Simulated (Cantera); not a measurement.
## Fluorocarbon and chlorocarbon gases: CH₂F₂ + H₂

Charge: 1 mol CH₂F₂, 1.3 mol H₂, held at 1.65 Torr.

Method: chemical equilibrium by Gibbs-energy minimisation in Cantera with the NASA 1993 tables (ideal gas, pure condensed phases). Candidate condensed phases: C, C₆H₆, C₇H₈, C₈H₁₈; 95 gas species. Kinetics and transport are ignored.

From 1573 K to 2398 K the condensed part is C(graphite). The main C-bearing gas is C₂H₂ (acetylene) throughout.

| T (K) | x HF | x H₂ | x H | x C₂H₂ (acetylene) | n C(graphite) |
|---|---|---|---|---|---|
| 1573 | 0.606 | 0.394 | 0.000544 | 8.13e-6 | 1.000 |
| 1648 | 0.606 | 0.393 | 0.00119 | 1.76e-5 | 1.000 |
| 1723 | 0.605 | 0.392 | 0.00243 | 3.55e-5 | 1.000 |
| 1798 | 0.605 | 0.391 | 0.00469 | 6.74e-5 | 1.000 |
| 1873 | 0.603 | 0.388 | 0.00857 | 0.000121 | 0.999 |
| 1948 | 0.602 | 0.383 | 0.0149 | 0.000207 | 0.999 |
| 2023 | 0.599 | 0.376 | 0.0248 | 0.000336 | 0.998 |
| 2098 | 0.594 | 0.366 | 0.0397 | 0.000522 | 0.996 |
| 2173 | 0.587 | 0.351 | 0.0609 | 0.000774 | 0.995 |
| 2248 | 0.579 | 0.330 | 0.0900 | 0.00109 | 0.992 |
| 2323 | 0.567 | 0.303 | 0.128 | 0.00147 | 0.989 |
| 2398 | 0.552 | 0.270 | 0.175 | 0.00187 | 0.985 |
x: gas mole fraction; n: condensed amount in mol.
